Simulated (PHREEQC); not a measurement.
Dissolve 0.00013 mol CaSO4 and 8.2e-05 mol Na2CO3 per kg of water at 16 °C and 500 atm. Closed to the air; pH follows from the charge balance.

The numbers come from PHREEQC with the ion-association model, phreeqc.dat.

This is a speciation only: nothing precipitates in the calculation.

Question: What pH does the model give?

Answer: pH 9.84.

Question: In which forms is C present?

Answer: HCO3- 64 %, CO3-2 32 %, CaCO3 4.1 % of the C.

Under pressure, the constants of complexes without a molar volume in the database are unreliable.
